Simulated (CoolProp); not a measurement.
Vapour-liquid equilibrium of propylene (1) + n-hexane (2) at 237.5 K; x and y are mole fractions of (1).

The numbers come from the multi-fluid Helmholtz-energy mixture model, Lemmon 2013 and Thol 2019; pair parameters Bell 2016 in CoolProp.

| x | bubble pressure (kPa) | y at the bubble point | dew pressure at overall composition x (kPa) | liquid density (mol/L) |
|---|---|---|---|---|
| 0.05 | 15.96 | ? | ? | ? |
| 0.2 | 44.15 | ? | 0.7904 | 9.034 |
| 0.35 | 63.72 | 0.992 | 0.9725 | 9.744 |
| 0.5 | 83.65 | 0.995 | 1.264 | 10.55 |
| 0.65 | 106.7 | 0.997 | 1.803 | 11.48 |
| 0.8 | ? | 0.999 | ? | 12.53 |
| 0.95 | 160.3 | 1.000 | ? | 13.71 |

Question: Complete the blanks.

Answer: 
- 0.05, y at the bubble point: 0.962
- 0.05, dew pressure at overall composition x (kPa): 0.6657
- 0.05, liquid density (mol/L): 8.407
- 0.2, y at the bubble point: 0.987
- 0.8, bubble pressure (kPa): 132.8
- 0.8, dew pressure at overall composition x (kPa): 3.148
- 0.95, dew pressure at overall composition x (kPa): 12.36

No azeotrope shows between x = 0.05 and 0.95.

Pair parameters are fitted to limited data, so mixtures are less certain than the pure fluids. The gap from Raoult's law changes sign with composition, which may be real or a fault of the pair parameters; it wasn't checked against measurements. With so large a gap from Raoult's law the liquid may split in two, which this calculation doesn't test in full.
